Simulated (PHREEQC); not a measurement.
# Acid rinse or clean: speciation

Dissolve 0.061 mol H2SO4, 0.0029 mol NiCl2 and 0.12 mol CuCl2 per kg of water at 25 °C. Closed to the air; pH follows from the charge balance.

The numbers come from PHREEQC with the ion-association model, wateq4f.dat.

```yaml
pH: 1.16
ionic_strength: 0.396 mol/kgw
activity_of_water: 0.992
total_alkalinity: -122 meq/kg
```

```
species     molality  activity   log γ
----------  --------  --------  ------
Cl-            0.229     0.151  -0.180
Cu+2          0.0901    0.0241  -0.573
H+            0.0901    0.0696  -0.112
HSO4-         0.0319    0.0218  -0.166
CuCl+         0.0147   0.00981  -0.176
CuSO4         0.0144    0.0158   0.040
SO4-2         0.0143   0.00322  -0.647
Ni+2         0.00212  0.000605  -0.546
CuCl2       0.000727  0.000797   0.040
NiSO4       0.000346  0.000379   0.040
NiCl+       0.000315  0.000230  -0.136
NiCl2       0.000115  0.000126   0.040
CuCl3-       6.41e-7   4.27e-7  -0.176
Ni(SO4)2-2   2.30e-7   6.56e-8  -0.546
CuOH+        5.15e-9   3.43e-9  -0.176
```

No solid was allowed to form. Species that the database lacks are ignored.
